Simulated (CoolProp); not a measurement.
Model: reference Helmholtz-energy equation of state, Gedanitz 2015, in CoolProp.

Give the vapour pressure (MPa), liquid cp (kJ/(kg K)), liquid viscosity (µPa s) of saturated cyclopentane at 378.5, 416.9 K.


```csv
T (K),p (MPa),liquid cp (kJ/(kg K)),liquid viscosity (µPa s)
378.5,0.472,2.25,160
416.9,1.04,2.51,119
```

Viscosity comes from a separate model (Chung 1988), a generic estimate that can be far off for the liquid and wasn't checked against measurements.
